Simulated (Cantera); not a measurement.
An adiabatic, constant-pressure homogeneous reactor starts with CH4 : O2 : N2 = 1 : 1.54 : 5.78 (molar parts), at 1100 K and 3750 Torr. Integrator tolerance rtol = 1e-08.

Detailed kinetics in Cantera: GRI-Mech 3.0 (53 species, 325 reactions).

```
quantity                                                              before                                      after
---------------------------------  -----------------------------------------  -----------------------------------------
time of steepest temperature rise                                    44.6 ms                                    0.201 s
temperature at 0.300 s                                                2628 K                                     2579 K
equilibrium temperature                                               2628 K                                     2579 K
x(CH4) at 0.300 s                  1.11e-12 (gas-phase equilibrium 1.29e-12)      <1e-12 (gas-phase equilibrium <1e-12)
x(O2) at 0.300 s                   0.000483 (gas-phase equilibrium 0.000483)    0.00117 (gas-phase equilibrium 0.00117)
x(NO) at 0.300 s                     0.00125 (gas-phase equilibrium 0.00125)    0.00179 (gas-phase equilibrium 0.00179)
x(C2H4) at 0.300 s                     <1e-12 (gas-phase equilibrium <1e-12)      <1e-12 (gas-phase equilibrium <1e-12)
x(H) at 0.300 s                      0.00387 (gas-phase equilibrium 0.00387)    0.00656 (gas-phase equilibrium 0.00656)
x(O) at 0.300 s                    0.000261 (gas-phase equilibrium 0.000261)  0.000663 (gas-phase equilibrium 0.000663)
```

Problem. Name the change that produced these shifts.
A. initial temperature 1100 to 1723 K
B. O2 1.54 to 0.9 parts
C. pressure from 3750 Torr to 900 Torr
D. initial temperature 1100 to 1650 K

Solution. C, pressure from 3750 Torr to 900 Torr
